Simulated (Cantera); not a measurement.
What does this Cantera script print?

```python
import numpy as np
import cantera as ct

gas_names = """
    H H2 N NH NH2 NH3 N2 N2H2 N2H4 Si SiH SiH2 SiH3 SiH4 SiN Si2 Si2N Si3
""".split()
cond_names = """
    Si(cr) Si(L) Si3N4(a)
""".split()


# ... load() reads the species with a 1 bar reference pressure and builds the phases ...
atoms = {
    'trisilylamine': {'Si': 3, 'N': 1, 'H': 9},
    'N2': {'N': 2},
}
top_T = {'Si3N4(a)': 2400}  # K; cautious upper limits of use, not melting points


# ... equilibrate(T, P, feed) seeds the gas with the atoms and calls Mixture.equilibrate('TP', solver="vcs", rtol=1e-11, max_steps=5000) ...
results = []
feed = {'trisilylamine': 1, 'N2': 54}  # mol
T = 1898.15  # K
for P in [5, 21, 85, 350, 1400, 5900, 24000, 100000]:
    mix = equilibrate(T, P, feed)
    results.append((T, P, feed, dict(zip(mix.species_names, mix.species_moles))))
    x = sorted(zip(gas.X, gas.species_names), reverse=True)
    print(f"T = {T:g} K  P = {P:g} Pa  gas = {mix.phase_moles(0):.4g} mol")
    print("   x: " + "  ".join(f"{s} {v:.3e}" for v, s in x if v > 1e-06))
    print("   condensed (mol): " + ("  ".join(f"{mix.phase(i).name} {mix.phase_moles(i):.4g}"
          for i in range(1, mix.n_phases) if mix.phase_moles(i) > 1e-12) or "none"))
```

Result:

```
T = 1898.15 K  P = 5 Pa  gas = 62.83 mol
   x: N2 8.674e-01  H2 5.824e-02  Si 4.736e-02  H 2.671e-02  SiN 1.049e-04  Si2 7.286e-05  SiH 7.049e-05  Si2N 2.926e-05  Si3 3.165e-06
   condensed (mol): none
T = 1898.15 K  P = 21 Pa  gas = 62.37 mol
   x: N2 8.736e-01  H2 6.518e-02  Si 4.650e-02  H 1.379e-02  Si2 2.950e-04  Si2N 2.437e-04  SiN 2.119e-04  SiH 1.500e-04  Si3 5.283e-05  SiH2 2.980e-06
   condensed (mol): none
T = 1898.15 K  P = 85 Pa  gas = 60.11 mol
   x: N2 9.065e-01  H2 7.123e-02  Si 1.448e-02  H 7.164e-03  Si2N 1.960e-04  SiN 1.352e-04  Si2 1.158e-04  SiH 9.827e-05  Si3 2.614e-05  SiH2 4.105e-06
   condensed (mol): Si(L) 2.073
T = 1898.15 K  P = 350 Pa  gas = 59.32 mol
   x: N2 9.186e-01  H2 7.403e-02  H 3.599e-03  Si 3.517e-03  Si2N 9.724e-05  SiN 6.708e-05  SiH 4.937e-05  Si2 2.812e-05  Si3 6.348e-06  SiH2 4.266e-06
   condensed (mol): Si(L) 2.768
T = 1898.15 K  P = 1400 Pa  gas = 59.11 mol
   x: N2 9.220e-01  H2 7.521e-02  H 1.814e-03  Si 8.792e-04  Si2N 4.871e-05  SiN 3.360e-05  SiH 2.488e-05  Si2 7.030e-06  SiH2 4.334e-06  Si3 1.587e-06
   condensed (mol): Si(L) 2.937
T = 1898.15 K  P = 5900 Pa  gas = 57.05 mol
   x: N2 9.205e-01  H2 7.842e-02  H 9.022e-04  Si 1.704e-04  Si2N 1.582e-05  SiN 1.336e-05  SiH 1.011e-05  SiH2 3.693e-06  Si2 1.113e-06
   condensed (mol): Si3N4(a) 0.9956
T = 1898.15 K  P = 24000 Pa  gas = 57.01 mol
   x: N2 9.208e-01  H2 7.870e-02  H 4.481e-04  Si 1.644e-05  SiN 2.600e-06  SiH 1.970e-06  SiH2 1.454e-06  Si2N 1.208e-06
   condensed (mol): Si3N4(a) 0.9995
T = 1898.15 K  P = 100000 Pa  gas = 57.01 mol
   x: N2 9.209e-01  H2 7.883e-02  H 2.197e-04  Si 1.523e-06
   condensed (mol): Si3N4(a) 0.9999
```

These are equilibrium values from Cantera (NASA tables, ideal gas, pure condensed phases), not measurements of a reactor. The feed counts by its element totals alone. The tables' values for SiN are old estimates; treat these amounts as uncertain.
